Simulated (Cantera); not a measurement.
# Catalytic stagnation flow on Pt

A jet of 1.50 % H2, 7.06 % O2, 91.4 % N2, equivalence ratio 0.11 at 300 K and 21.0 Torr hits a platinum plate 5.3 cm away at a mass flux of 0.067 kg/m²/s; the plate temperature is set and raised in steps from an oxygen-covered start.

Cantera simulation using Deutschmann's 1995 Pt surface mechanism with GRI-Mech 3.0 gas chemistry; the numbers are that mechanism's predictions, not measurements. Catalytic surfaces can have several steady states; this one follows from the mechanism file's or the stated starting coverage.

```json
[
 {"plate T (K)": "700", "wall x H2": "0.00271", "wall x O2": "0.0574", "wall x H2O": "0.0237", "wall x OH": "<1e-8", "θ free Pt": "0.0972", "θ O*": "0.901", "θ OH*": "0.00152"},
 {"plate T (K)": "750", "wall x H2": "0.00230", "wall x O2": "0.0570", "wall x H2O": "0.0244", "wall x OH": "<1e-8", "θ free Pt": "0.123", "θ O*": "0.876", "θ OH*": "0.00124"},
 {"plate T (K)": "800", "wall x H2": "0.00178", "wall x O2": "0.0565", "wall x H2O": "0.0252", "wall x OH": "<1e-8", "θ free Pt": "0.171", "θ O*": "0.828", "θ OH*": "0.00108"},
 {"plate T (K)": "850", "wall x H2": "0.00139", "wall x O2": "0.0561", "wall x H2O": "0.0258", "wall x OH": "1.50e-8", "θ free Pt": "0.233", "θ O*": "0.766", "θ OH*": "0.000955"},
 {"plate T (K)": "900", "wall x H2": "0.00113", "wall x O2": "0.0559", "wall x H2O": "0.0262", "wall x OH": "4.75e-8", "θ free Pt": "0.303", "θ O*": "0.696", "θ OH*": "0.000834"}
]
```
x: mole fraction at the wall; θ: surface coverage.
